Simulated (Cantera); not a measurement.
Input (Python, Cantera) and output of one run.

```python
import numpy as np
import cantera as ct

gas_names = """
    C CH CH2 CH3 CH2OH CH3O CH4 CH3OH CO CO2 COOH C2 C2H CHCO,ketyl C2H2,acetylene C2H2,vinylidene
    CH2CO,ketene C2H3,vinyl CH3CO,acetyl C2H4 C2H4O,ethylen CH3CHO,ethanal CH3COOH (HCOOH)2 C2H5 C2H6
    CH3OCH3 C2H5OH C2O C3 C3H3,propargyl C3H4,allene C3H4,propyne C3H4,cyclo- C3H5,allyl C3H6,propylene
    C3H6,cyclo- C3H6O C3H7,n-propyl C3H7,i-propyl C3H8 C3H8O,1propanol C3H8O,2propanol C3O2 C4 C4H2
    C4H4,1,3-cyclo- C4H6,butadiene C4H6,2-butyne C4H6,cyclo- C4H8,1-butene C4H8,cis2-buten
    C4H8,tr2-butene C4H8,isobutene C4H8,cyclo- (CH3COOH)2 C4H9,n-butyl C4H9,i-butyl C4H9,s-butyl
    C4H9,t-butyl C4H10,isobutane C4H10,n-butane C5 C5H6,1,3cyclo- C5H8,cyclo- C5H10,1-pentene
    C5H10,cyclo- C5H11,pentyl C5H11,t-pentyl C5H12,n-pentane C5H12,i-pentane CH3C(CH3)2CH3 C6H2
    C6H5,phenyl C6H5O,phenoxy C6H6 C6H5OH,phenol C6H10,cyclo- C6H12,1-hexene C6H12,cyclo- C6H13,n-hexyl
    C7H7,benzyl C7H8 C7H8O,cresol C7H14,1-heptene C7H15,n-heptyl C7H16,n-heptane C8H8,styrene
    C8H10,ethylbenz C8H16,1-octene C8H17,n-octyl C8H18,isooctane C8H18,n-octane C9H19,n-nonyl
    C10H8,naphthale C10H21,n-decyl C12H9,o-bipheny C12H10,bipheny Ca CaO CaOH CaO2H2 Ca2 H HCO HO2 H2
    HCHO,formaldehy HCOOH H2O H2O2 O OH O2 O3
""".split()
cond_names = """
    C(gr) C6H6(L) C7H8(L) C8H18(L),n-octa Ca(a) Ca(b) Ca(L) CaCO3(caL) CaO(s) CaO(L) CaO2H2(s) H2O(s)
    H2O(L)
""".split()


def load(file, names, dense=False):
    # The tables refer to 1 bar. Condensed volumes are neglected.
    table = {s.name: s for s in ct.Species.list_from_file(file)}
    out = []
    for n in names:
        d = dict(table[n].input_data)
        d["thermo"] = dict(d["thermo"], **{"reference-pressure": 1e5})
        if dense:
            d["equation-of-state"] = {"model": "constant-volume", "density": "1e6 g/cm^3"}
        out.append(ct.Species.from_dict(d))
    return out


gas = ct.Solution(thermo="ideal-gas", species=load("nasa_gas.yaml", gas_names))
cond = {s.name: ct.Solution(thermo="fixed-stoichiometry", species=[s], name=s.name)
        for s in load("nasa_condensed.yaml", cond_names, dense=True)}
atoms = {
    'CaCO3': {'Ca': 1, 'C': 1, 'O': 3},
    'H2': {'H': 2},
}
top_T = {'C(gr)': 4500}  # K; cautious upper limits of use, not melting points


def equilibrate(T, P, feed):
    n = {}
    for name, mol in feed.items():
        for a, k in atoms[name].items():
            n[a] = n.get(a, 0.0) + k * mol
    gas.TPX = T, P, n
    mass = sum(n.values()) * gas.mean_molecular_weight
    gas.equilibrate("TP")
    valid = [c for c in cond.values() if c.min_temp <= T <= top_T.get(c.name, c.max_temp)]
    mix = ct.Mixture([(gas, mass / gas.mean_molecular_weight)] + [(c, 0.0) for c in valid])
    mix.T, mix.P = T, P
    mix.equilibrate("TP", solver="vcs", rtol=1e-11, max_steps=5000)
    return mix


results = []
feed = {'CaCO3': 1, 'H2': 0.82}  # mol
P = 12000  # Pa
for T in [1498, 1548, 1598, 1648, 1698, 1748, 1798, 1848, 1898, 1948, 1998, 2048, 2098]:
    mix = equilibrate(T, P, feed)
    results.append((T, P, feed, dict(zip(mix.species_names, mix.species_moles))))
    x = sorted(zip(gas.X, gas.species_names), reverse=True)
    print(f"T = {T:g} K  P = {P:g} Pa  gas = {mix.phase_moles(0):.4g} mol")
    print("   x: " + "  ".join(f"{s} {v:.3e}" for v, s in x if v > 0.0001))
    print("   condensed (mol): " + ("  ".join(f"{mix.phase(i).name} {mix.phase_moles(i):.4g}"
          for i in range(1, mix.n_phases) if mix.phase_moles(i) > 1e-12) or "none"))
```

Output:

```
T = 1498 K  P = 12000 Pa  gas = 1.82 mol
   x: CO 3.042e-01  H2O 3.042e-01  CO2 2.452e-01  H2 1.463e-01
   condensed (mol): CaO(s) 1
T = 1548 K  P = 12000 Pa  gas = 1.82 mol
   x: CO 3.086e-01  H2O 3.086e-01  CO2 2.408e-01  H2 1.419e-01
   condensed (mol): CaO(s) 1
T = 1598 K  P = 12000 Pa  gas = 1.82 mol
   x: CO 3.127e-01  H2O 3.127e-01  CO2 2.367e-01  H2 1.378e-01
   condensed (mol): CaO(s) 1
T = 1648 K  P = 12000 Pa  gas = 1.82 mol
   x: CO 3.164e-01  H2O 3.164e-01  CO2 2.330e-01  H2 1.341e-01
   condensed (mol): CaO(s) 1
T = 1698 K  P = 12000 Pa  gas = 1.82 mol
   x: CO 3.198e-01  H2O 3.198e-01  CO2 2.296e-01  H2 1.306e-01  H 1.509e-04
   condensed (mol): CaO(s) 1
T = 1748 K  P = 12000 Pa  gas = 1.82 mol
   x: CO 3.229e-01  H2O 3.229e-01  CO2 2.265e-01  H2 1.275e-01  H 2.355e-04
   condensed (mol): CaO(s) 1
T = 1798 K  P = 12000 Pa  gas = 1.82 mol
   x: CO 3.258e-01  H2O 3.257e-01  CO2 2.235e-01  H2 1.245e-01  H 3.587e-04
   condensed (mol): CaO(s) 1
T = 1848 K  P = 12000 Pa  gas = 1.821 mol
   x: CO 3.284e-01  H2O 3.283e-01  CO2 2.209e-01  H2 1.218e-01  H 5.341e-04  OH 1.059e-04
   condensed (mol): CaO(s) 1
T = 1898 K  P = 12000 Pa  gas = 1.821 mol
   x: CO 3.308e-01  H2O 3.306e-01  CO2 2.184e-01  H2 1.192e-01  H 7.791e-04  OH 1.768e-04
   condensed (mol): CaO(s) 1
T = 1948 K  P = 12000 Pa  gas = 1.821 mol
   x: CO 3.330e-01  H2O 3.327e-01  CO2 2.160e-01  H2 1.168e-01  H 1.115e-03  OH 2.873e-04
   condensed (mol): CaO(s) 1
T = 1998 K  P = 12000 Pa  gas = 1.822 mol
   x: CO 3.350e-01  H2O 3.345e-01  CO2 2.139e-01  H2 1.145e-01  H 1.567e-03  OH 4.555e-04
   condensed (mol): CaO(s) 0.9999
T = 2048 K  P = 12000 Pa  gas = 1.823 mol
   x: CO 3.368e-01  H2O 3.361e-01  CO2 2.118e-01  H2 1.123e-01  H 2.167e-03  OH 7.058e-04
   condensed (mol): CaO(s) 0.9999
T = 2098 K  P = 12000 Pa  gas = 1.824 mol
   x: CO 3.385e-01  H2O 3.373e-01  CO2 2.098e-01  H2 1.103e-01  H 2.950e-03  OH 1.071e-03
   condensed (mol): CaO(s) 0.9998
```

Method: chemical equilibrium by Gibbs-energy minimisation in Cantera with the NASA 1993 tables (ideal gas, pure condensed phases).
